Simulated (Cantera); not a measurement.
# Ti(OiPr)₄ + C₃H₈ + O₂ (titanium nitride, carbide and oxide coatings)

A closed system holds: 1 mol Ti(OiPr)₄, a varied amount of C₃H₈, 4.4 mol O₂, held at 1998 K and 0.133 bar.

Equilibrium computed with Cantera from the NASA thermochemical tables; the gas is ideal and each condensed phase is pure. Candidate condensed phases: C, C₆H₆, C₇H₈, C₈H₁₈, H₂O, Ti, TiC, TiO, TiO₂, Ti₂O₃, Ti₃O₅, Ti₄O₇; 113 gas species. The feed counts by its element totals alone. Mutual solubility and eutectic melting of coexisting phases are not modelled. TiC: taken at fixed stoichiometry. Rates play no part.

From 0.21 mol C₃H₈ to 0.58 mol C₃H₈ the condensed part is TiC(s) + Ti₂O₃(s). From 0.71 mol C₃H₈ to 2.4 mol C₃H₈ the condensed part is C(graphite) + TiC(s).

```json
[
 {"n(C₃H₈) (mol)": "0.21", "x H₂": "0.548", "x CO": "0.448", "x H": "0.00325", "x C₂H₂ (acetylene)": "1.65e-7", "x H₂O": "0.000195", "x CO₂": "3.48e-5", "n TiC(s)": "0.534", "n Ti₂O₃(s)": "0.233", "n C(graphite)": "0"},
 {"n(C₃H₈) (mol)": "0.26", "x H₂": "0.550", "x CO": "0.447", "x H": "0.00326", "x C₂H₂ (acetylene)": "1.64e-7", "x H₂O": "0.000195", "x CO₂": "3.46e-5", "n TiC(s)": "0.594", "n Ti₂O₃(s)": "0.203", "n C(graphite)": "0"},
 {"n(C₃H₈) (mol)": "0.31", "x H₂": "0.551", "x CO": "0.445", "x H": "0.00326", "x C₂H₂ (acetylene)": "1.64e-7", "x H₂O": "0.000195", "x CO₂": "3.44e-5", "n TiC(s)": "0.654", "n Ti₂O₃(s)": "0.173", "n C(graphite)": "0"},
 {"n(C₃H₈) (mol)": "0.38", "x H₂": "0.553", "x CO": "0.443", "x H": "0.00327", "x C₂H₂ (acetylene)": "1.64e-7", "x H₂O": "0.000195", "x CO₂": "3.42e-5", "n TiC(s)": "0.739", "n Ti₂O₃(s)": "0.131", "n C(graphite)": "0"},
 {"n(C₃H₈) (mol)": "0.47", "x H₂": "0.556", "x CO": "0.441", "x H": "0.00327", "x C₂H₂ (acetylene)": "1.63e-7", "x H₂O": "0.000196", "x CO₂": "3.40e-5", "n TiC(s)": "0.847", "n Ti₂O₃(s)": "0.0766", "n C(graphite)": "0"},
 {"n(C₃H₈) (mol)": "0.58", "x H₂": "0.558", "x CO": "0.438", "x H": "0.00328", "x C₂H₂ (acetylene)": "1.63e-7", "x H₂O": "0.000196", "x CO₂": "3.37e-5", "n TiC(s)": "0.979", "n Ti₂O₃(s)": "0.0106", "n C(graphite)": "0"},
 {"n(C₃H₈) (mol)": "0.71", "x H₂": "0.565", "x CO": "0.431", "x H": "0.00330", "x C₂H₂ (acetylene)": "0.000428", "x H₂O": "3.84e-6", "x CO₂": "6.40e-7", "n TiC(s)": "1.00", "n Ti₂O₃(s)": "0", "n C(graphite)": "0.304"},
 {"n(C₃H₈) (mol)": "0.87", "x H₂": "0.574", "x CO": "0.422", "x H": "0.00333", "x C₂H₂ (acetylene)": "0.000435", "x H₂O": "3.82e-6", "x CO₂": "6.13e-7", "n TiC(s)": "1.00", "n Ti₂O₃(s)": "0", "n C(graphite)": "0.783"},
 {"n(C₃H₈) (mol)": "1.1", "x H₂": "0.587", "x CO": "0.410", "x H": "0.00336", "x C₂H₂ (acetylene)": "0.000445", "x H₂O": "3.78e-6", "x CO₂": "5.77e-7", "n TiC(s)": "1.00", "n Ti₂O₃(s)": "0", "n C(graphite)": "1.47"},
 {"n(C₃H₈) (mol)": "1.3", "x H₂": "0.597", "x CO": "0.399", "x H": "0.00339", "x C₂H₂ (acetylene)": "0.000452", "x H₂O": "3.75e-6", "x CO₂": "5.49e-7", "n TiC(s)": "1.00", "n Ti₂O₃(s)": "0", "n C(graphite)": "2.07"},
 {"n(C₃H₈) (mol)": "1.6", "x H₂": "0.611", "x CO": "0.385", "x H": "0.00343", "x C₂H₂ (acetylene)": "0.000463", "x H₂O": "3.71e-6", "x CO₂": "5.10e-7", "n TiC(s)": "1.00", "n Ti₂O₃(s)": "0", "n C(graphite)": "2.97"},
 {"n(C₃H₈) (mol)": "2", "x H₂": "0.629", "x CO": "0.367", "x H": "0.00348", "x C₂H₂ (acetylene)": "0.000477", "x H₂O": "3.64e-6", "x CO₂": "4.64e-7", "n TiC(s)": "1.00", "n Ti₂O₃(s)": "0", "n C(graphite)": "4.17"},
 {"n(C₃H₈) (mol)": "2.4", "x H₂": "0.645", "x CO": "0.351", "x H": "0.00353", "x C₂H₂ (acetylene)": "0.000489", "x H₂O": "3.57e-6", "x CO₂": "4.24e-7", "n TiC(s)": "1.00", "n Ti₂O₃(s)": "0", "n C(graphite)": "5.36"}
]
```
x: gas mole fraction; n: condensed amount in mol.
